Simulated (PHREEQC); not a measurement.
1 kg of water holding 0.38 mol KCl, 0.41 mol MgCl2, 0.0093 mol NaCl and 0.044 mol H3BO3 is evaporated at 25 °C; the solids stay in contact with the brine. No CO2 enters from the air. The run lets Bischofite, Brucite, Carnallite, Halite, Sylvite, Borax, Boric_acid,s, KB5O8:4H2O, K2B4O7:4H2O, NaBO2:4H2O, NaB5O8:5H2O, Teepleite, MgCl2_4H2O precipitate or redissolve, and no other solid.

Computed with PHREEQC (Pitzer model, pitzer.dat).

```csv
water left (kg),ionic strength,water activity,Carnallite (mol)
1,1.62,0.966,0
0.8219,___,0.957,0
0.6755,2.40,0.947,0
0.5552,2.92,___,0
0.4563,3.55,0.915,0
0.375,4.32,0.892,0
0.3082,___,0.861,0
0.2533,6.39,0.820,0
0.2082,7.78,0.767,0
0.1711,8.89,___,0
0.1407,10.0,0.669,0
0.1156,11.5,0.598,0
0.09317,13.3,___,0.0171
0.06188,13.3,___,0.150
0.03618,13.3,___,___
0.0152,13.3,0.508,0.347
```

### Question
What belongs in the gaps?

### Answer

- 0.8219, ionic strength: 1.97
- 0.5552, water activity: 0.933
- 0.3082, ionic strength: 5.25
- 0.1711, water activity: 0.721
- 0.09317, water activity: 0.514
- 0.06188, water activity: 0.513
- 0.03618, water activity: 0.511
- 0.03618, Carnallite (mol): 0.259
